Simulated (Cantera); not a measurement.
An isothermal, constant-pressure homogeneous reactor starts with CH2O : O2 : N2 = 0.0095 : 0.026 : 1 (molar parts), equivalence ratio 0.37, at 1175 K and 1.09 atm.

Computed with Cantera and GRI-Mech 3.0 (53 species, 325 reactions).

x: mole fraction; the columns are a selection and need not sum to one.

```json
[
 {"t (s)": "0.000200", "x CH2O": "0.00917", "x O2": "0.0251", "x OH": "6.57e-9", "x N2O": "3.39e-12", "x CO": "6.43e-6", "x CH3": "<1e-12", "x HO2": "4.50e-6"},
 {"t (s)": "0.000460", "x CH2O": "0.00914", "x O2": "0.0251", "x OH": "3.94e-8", "x N2O": "2.39e-11", "x CO": "3.88e-5", "x CH3": "<1e-12", "x HO2": "1.67e-5"},
 {"t (s)": "0.00106", "x CH2O": "0.00866", "x O2": "0.0248", "x OH": "4.78e-7", "x N2O": "2.73e-10", "x CO": "0.000507", "x CH3": "2.01e-11", "x HO2": "9.66e-5"},
 {"t (s)": "0.00243", "x CH2O": "0.00296", "x O2": "0.0223", "x OH": "5.53e-6", "x N2O": "___", "x CO": "0.00608", "x CH3": "8.00e-11", "x HO2": "0.000195"},
 {"t (s)": "0.00558", "x CH2O": "5.25e-12", "x O2": "0.0182", "x OH": "6.74e-5", "x N2O": "___", "x CO": "0.00477", "x CH3": "<1e-12", "x HO2": "5.06e-6"},
 {"t (s)": "0.0128", "x CH2O": "<1e-12", "x O2": "0.0167", "x OH": "3.75e-5", "x N2O": "___", "x CO": "0.00163", "x CH3": "<1e-12", "x HO2": "3.19e-6"},
 {"t (s)": "0.0295", "x CH2O": "<1e-12", "x O2": "0.0161", "x OH": "1.99e-5", "x N2O": "___", "x CO": "0.000419", "x CH3": "<1e-12", "x HO2": "1.49e-6"},
 {"t (s)": "0.0678", "x CH2O": "<1e-12", "x O2": "0.0160", "x OH": "9.97e-6", "x N2O": "5.54e-7", "x CO": "8.48e-5", "x CH3": "<1e-12", "x HO2": "4.47e-7"},
 {"t (s)": "0.156", "x CH2O": "<1e-12", "x O2": "0.0159", "x OH": "4.73e-6", "x N2O": "5.73e-7", "x CO": "1.42e-5", "x CH3": "<1e-12", "x HO2": "9.23e-8"},
 {"t (s)": "0.358", "x CH2O": "<1e-12", "x O2": "0.0159", "x OH": "2.19e-6", "x N2O": "5.62e-7", "x CO": "2.12e-6", "x CH3": "<1e-12", "x HO2": "1.64e-8"},
 {"t (s)": "0.823", "x CH2O": "<1e-12", "x O2": "0.0159", "x OH": "1.07e-6", "x N2O": "___", "x CO": "2.70e-7", "x CH3": "<1e-12", "x HO2": "3.11e-9"},
 {"t (s)": "1.89", "x CH2O": "<1e-12", "x O2": "0.0159", "x OH": "6.27e-7", "x N2O": "___", "x CO": "2.36e-8", "x CH3": "<1e-12", "x HO2": "9.39e-10"},
 {"t (s)": "4.35", "x CH2O": "<1e-12", "x O2": "0.0159", "x OH": "4.74e-7", "x N2O": "___", "x CO": "1.73e-9", "x CH3": "<1e-12", "x HO2": "6.03e-10"},
 {"t (s)": "10.0", "x CH2O": "<1e-12", "x O2": "0.0159", "x OH": "3.88e-7", "x N2O": "___", "x CO": "8.86e-10", "x CH3": "<1e-12", "x HO2": "4.98e-10"}
]
```

### Question
Some entries are withheld; supply them.

### Answer

- 0.00243, x N2O: 2.30e-9
- 0.00558, x N2O: 1.86e-7
- 0.0128, x N2O: 3.79e-7
- 0.0295, x N2O: 4.95e-7
- 0.823, x N2O: 5.16e-7
- 1.89, x N2O: 4.17e-7
- 4.35, x N2O: 2.54e-7
- 10.0, x N2O: 8.33e-8
